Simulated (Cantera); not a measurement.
A perfectly stirred reactor is fed with CO : H₂ : CH₄ : O₂ : N₂ : CO₂ = 1 : 0.3 : 0.45 : 2.63 : 21.3 : 0.78 (molar parts), equivalence ratio 0.59, at 8.19 atm; it is adiabatic with a 700 K inlet, and is followed from long to short residence time, starting on the burning branch (τ in s: 0.025, 0.0087, 0.003, 0.001, 0.00036, 0.00012, 4.3e-05, 1.5e-05, 5.1e-06).

Detailed kinetics in Cantera: GRI-Mech 3.0 (53 species, 325 reactions).

One state of this run: T (K) = 1462; x CO = 0.00247; x H₂ = 0.000103; x CH₄ = 6.34e-5; x HCN = 2.82e-9; x O₂ = 0.0432; x C₂H = 1.66e-12. x: mole fraction; the columns are a selection and need not sum to one.

Question: Which value of τ (s) does it belong to?
A. 0.0030
B. 5.1e-6
C. 0.0010
D. 0.0087

Answer: D, 0.0087
